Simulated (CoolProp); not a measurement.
Vapour pressure (bar) of oxygen: the reference equation beside estimates from Tc = -118.6 °C, pc = 50.46 bar, ω = 0.022.

Computed with CoolProp (reference Helmholtz-energy equation of state, Schmidt 1985).

```tsv
T (°C)	reference	Lee-Kesler	van der Waals	Redlich-Kwong	Peng-Robinson
-195.25	0.2247	0.2205	1.477	0.1268	0.2311
-191.55	0.3725	0.3661	2.006	0.2341	0.3809
-187.85	0.5889	0.5802	2.655	0.4044	0.5993
-184.25	0.8837	0.8732	3.415	0.6518	0.8961
-180.55	1.295	1.283	4.340	1.015	1.309
-176.85	1.839	1.827	5.424	1.515	1.854
-173.25	2.519	2.509	6.640	2.162	2.536
-169.55	3.399	3.392	8.067	3.020	3.418
-165.85	4.489	4.487	9.684	4.104	4.511
-162.15	5.818	5.820	11.50	5.446	5.843
-158.55	7.367	7.373	13.46	7.028	7.398
-154.85	9.250	9.259	15.70	8.967	9.289
-151.15	11.46	11.47	18.16	11.25	11.51
-147.45	14.02	14.02	20.84	13.91	14.09
-143.85	16.89	16.88	23.69	16.88	16.98
```

Absolute difference from the reference over all 15 rows, mean and median: Lee-Kesler 0.6 and 0.2 %, van der Waals 191.8 and 137.3 %, Redlich-Kwong 15.2 and 11.2 %, Peng-Robinson 1.0 and 0.6 %.
